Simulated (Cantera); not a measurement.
Feed: 1 mol Si, 1.4 mol Cl2, 9.3 mol H2, equilibrated at 775 K and 220000 Pa.

Cantera equilibrium calculation (NASA polynomials, part measured and part estimated; ideal gas, pure solids and liquids). Candidate condensed phases: Si; 19 gas species. The tables' values for SiCl3 are old estimates; treat these amounts as uncertain. Kinetics and transport are ignored.

Base state: H2 0.918, SiCl4 0.0408, SiHCl3 0.0379, SiH2Cl2 0.00272, HCl 0.000639, SiH3Cl 4.43e-5, SiCl3 1.10e-5 (mole fractions); condensed: Si(s).

**Question.** What changes in the equilibrium state with this change: temperature from 775 K to 1125 K?

**Answer.** 
| species | before | after |
|---|---|---|
| H2 | 0.918 | 0.905 |
| SiCl4 | 0.0408 | 0.0384 |
| SiHCl3 | 0.0379 | 0.0317 |
| HCl | 0.000639 | 0.0190 |
| SiCl2 | 4.20e-7 | 0.000849 |
| SiCl3 | 1.10e-5 | 0.00163 |
| SiH3Cl | 4.43e-5 | 8.71e-5 |
| Si(s), mol | 0.194 | 0.243 |

**Question.** What changes in the equilibrium state with this change: Cl2 from 1.4 to 0.74 mol?

**Answer.** 
| species | before | after |
|---|---|---|
| H2 | 0.918 | 0.954 |
| SiHCl3 | 0.0379 | 0.0229 |
| SiCl4 | 0.0408 | 0.0202 |
| SiCl3 | 1.10e-5 | 6.49e-6 |
| SiH2Cl2 | 0.00272 | 0.00199 |
| HCl | 0.000639 | 0.000546 |
| SiH3Cl | 4.43e-5 | 3.94e-5 |
| Si(s), mol | 0.194 | 0.567 |
